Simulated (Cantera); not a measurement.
A Cantera script and what it prints.

```python
import numpy as np
import cantera as ct

gas_names = [...]  # 87 gases of nasa_gas.yaml made of C, H, Si
cond_names = """
    C(gr) C6H6(L) C7H8(L) C8H18(L),n-octa Si(cr) Si(L) SiC(b)
""".split()


# ... load() reads the species with a 1 bar reference pressure and builds the phases ...
atoms = {
    'SiC': {'Si': 1, 'C': 1},
    'Si': {'Si': 1},
    'H2': {'H': 2},
}
top_T = {'C(gr)': 4500, 'SiC(b)': 3050}  # K; cautious upper limits of use, not melting points


# ... equilibrate(T, P, feed) seeds the gas with the atoms and calls Mixture.equilibrate('TP', solver="vcs", rtol=1e-11, max_steps=5000) ...
results = []
T = 2350  # K
P = 133.322  # Pa
for m in [0.32, 0.65, 0.98, 1.3, 1.7, 2, 2.3, 2.7, 3]:
    feed = {'SiC': 1, 'Si': 0.058, 'H2': m}  # mol
    mix = equilibrate(T, P, feed)
    results.append((T, P, feed, dict(zip(mix.species_names, mix.species_moles))))

top = {s: max(r[3][s] / sum(r[3][g] for g in gas_names) for r in results) for s in gas_names}
cols = sorted((s for s in top if top[s] > 0.001), key=lambda s: -top[s])[:7]
seen = [c for c in cond_names if any(r[3].get(c, 0) > 1e-12 for r in results)]
print("log10 of partial pressures in bar; condensed amounts in mol")
print(f"{'n(H2)':>10s}" + "".join(f"{s[:9]:>10s}" for s in cols + seen))
for T, P, feed, n in results:
    ng = sum(n[g] for g in gas_names)
    print(f"{feed['H2']:10.4g}" + "".join(f"{np.log10(max(n[s] / ng * P / 1e5, 1e-99)):10.3f}" for s in cols)
          + "".join(f"{n.get(c, 0):10.4g}" for c in seen))
```

Result:

```
log10 of partial pressures in bar; condensed amounts in mol
     n(H2)        H2         H        Si      SiC2      Si2C C2H2,acet       SiH     C(gr)    SiC(b)
      0.32    -3.156    -3.482    -3.626    -4.413    -4.650    -5.414    -5.677   0.02157    0.9387
      0.65    -3.156    -3.482    -3.626    -4.413    -4.650    -5.414    -5.677    0.1036    0.8157
      0.98    -3.156    -3.482    -3.626    -4.413    -4.650    -5.414    -5.677    0.1857    0.6927
       1.3    -3.156    -3.482    -3.626    -4.413    -4.650    -5.414    -5.677    0.2653    0.5734
       1.7    -3.156    -3.482    -3.626    -4.413    -4.650    -5.414    -5.677    0.3647    0.4243
         2    -3.156    -3.482    -3.626    -4.413    -4.650    -5.414    -5.677    0.4393    0.3125
       2.3    -3.156    -3.482    -3.626    -4.413    -4.650    -5.414    -5.677    0.5139    0.2007
       2.7    -3.156    -3.482    -3.626    -4.413    -4.650    -5.414    -5.677    0.6134   0.05155
         3    -3.150    -3.479    -3.643    -4.429    -4.683    -5.408    -5.690    0.6473         0
```

These are equilibrium values from Cantera (NASA tables, ideal gas, pure condensed phases), not measurements of a reactor. Gases not in the tables: Si2H6 and higher silanes.
